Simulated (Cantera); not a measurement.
Adiabatic ignition

An adiabatic, constant-volume homogeneous reactor starts with 5.89 % CH4, 0.188 % CO, 19.8 % O2, 74.2 % N2, at 1300 K and 1.00 atm.

Cantera simulation using GRI-Mech 3.0 (53 species, 325 reactions); the numbers are that mechanism's predictions, not measurements.

```
t (s)     T (K)  P (bar)   x CH4     x CO    x O2    x CH3    x NO      x OH      x H2
--------  -----  -------  ------  -------  ------  -------  ------  --------  --------
1.00e-6    1300     1.01  0.0589  0.00188   0.198  3.32e-9  <1e-12  4.11e-11  3.07e-11
5.55e-6    1300     1.01  0.0589  0.00188   0.198  1.97e-8  <1e-12  1.60e-10  3.55e-10
3.08e-5    1300     1.01  0.0589  0.00188   0.198  1.16e-7  <1e-12  3.67e-10   2.67e-9
0.000171   1300     1.01  0.0589  0.00188   0.198  8.18e-7  <1e-12   2.10e-9   3.17e-8
0.000949   1300     1.01  0.0588  0.00188   0.198  1.11e-5  <1e-12   2.51e-8   1.55e-6
0.00527    1307     1.02  0.0578  0.00201   0.197  5.58e-5  <1e-12   2.65e-7  0.000136
0.0292     2598     2.05  <1e-12  0.00828  0.0711   <1e-12  0.0152    0.0128   0.00264
0.162      2598     2.05  <1e-12  0.00828  0.0711   <1e-12  0.0152    0.0128   0.00264
0.901      2598     2.05  <1e-12  0.00828  0.0711   <1e-12  0.0152    0.0128   0.00264
5.00       2598     2.05  <1e-12  0.00828  0.0711   <1e-12  0.0152    0.0128   0.00264
```
x: mole fraction; the columns are a selection and need not sum to one.

The time of steepest temperature rise is 8.64 ms and the temperature at 5.00 s is 2598 K. The equilibrium temperature is 2598 K. The x(CH4) at 5.00 s is <1e-12 (gas-phase equilibrium <1e-12) and the x(CO) at 5.00 s is 0.00828 (gas-phase equilibrium 0.00828). The x(O2) at 5.00 s comes out as 0.0711 (gas-phase equilibrium 0.0711).
